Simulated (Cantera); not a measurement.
A diamond (100) surface in a fixed gas of H2 with x(CH4) = 0.0073, x(H) = 0.00035, x(CH3) = 0.00016, 0.0530 bar; coverages are run to steady state.

Cantera simulation using the Harris–Goodwin 1993 mechanism for the reconstructed diamond (100) surface; the numbers are that mechanism's predictions, not measurements.

One state of this run: growth (µm/h) = 0.411; θ c6HH = 0.500; θ c6H* = 0.0364; θ c6*H = 0.445; θ c6** = 0.0142; θ c6HM = 0.00132. θ: site fractions in the mechanism's names (c6HH fully hydrogenated, c6H* and c6*H radical sites, c6** diradical, c6HM methylated).

Task: Which value of T (K) does it belong to?
A) 1225
B) 1150
C) 1075
D) 1300

Result: A, 1225
